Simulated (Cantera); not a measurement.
A perfectly stirred reactor is fed with 67.6 % N2O, 32.4 % N2, at 20.0 Torr; it is held at 1448 K, and followed from long to short residence time.

Cantera simulation using GRI-Mech 3.0 (53 species, 325 reactions); the numbers are that mechanism's predictions, not measurements. GRI-Mech 3.0 was tuned for natural gas; its chemistry of N2O as a main component is partial and can be far from experiment. Radical loss at walls, strong at low pressure, is not modelled. The temperature is held fixed by assumption; the heat of reaction is taken as removed at once.

x: mole fraction; the columns are a selection and need not sum to one.

```
τ (s)     x N2O      x O2      x NO      x O     x NO2
-------  ------  --------  --------  -------  --------
9.8      0.0606     0.180    0.0986  4.04e-5       [?]
2.0       0.217     0.134    0.0754  4.23e-5       [?]
0.43      0.464    0.0617    0.0350  4.27e-5       [?]
0.089     0.617    0.0170   0.00966  4.27e-5       [?]
0.019     0.662   0.00387   0.00220  4.25e-5       [?]
0.0039    0.673  0.000782  0.000445  4.11e-5       [?]
0.00082   0.675  0.000144   8.17e-5  3.59e-5  4.25e-10
0.00017   0.676   1.84e-5   1.05e-5  2.21e-5  7.12e-12
```

Some entries are withheld; supply them.


- 9.8, x NO2: 3.01e-5
- 2.0, x NO2: 2.03e-5
- 0.43, x NO2: 7.52e-6
- 0.089, x NO2: 1.51e-6
- 0.019, x NO2: 1.84e-7
- 0.0039, x NO2: 1.12e-8
